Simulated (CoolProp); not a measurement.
The fluid at 298.15 K and 0.217 MPa (gas) is heated at constant pressure to 369.5 K. The same conditions are run with several fluids, on thermodynamics alone (safety and materials aside).

Computed with CoolProp (reference Helmholtz-energy equation of state of each fluid (propylene: Lemmon 2013; R404A: Lemmon 2003; C3F8 (R218): Lemmon 2006; R13: Platzer 1990; R125: Lemmon 2005)). The equations of Platzer and Polt are older, rougher fits. Blends and air are pseudo-pure fits.

| fluid | heat (kJ/kg) | final density (kg/m³) |
|---|---|---|
| propylene | (withheld) | (withheld) |
| R404A | (withheld) | (withheld) |
| C3F8 (R218) | (withheld) | (withheld) |
| R13 | (withheld) | (withheld) |
| R125 | 61.0 | 8.61 |

### Question
Fill in the missing entries.

### Answer

- propylene, heat (kJ/kg): 121
- propylene, final density (kg/m³): 3.02
- R404A, heat (kJ/kg): 67.5
- R404A, final density (kg/m³): 7.01
- C3F8 (R218), heat (kJ/kg): 60.9
- C3F8 (R218), final density (kg/m³): 13.6
- R13, heat (kJ/kg): 49.1
- R13, final density (kg/m³): 7.45
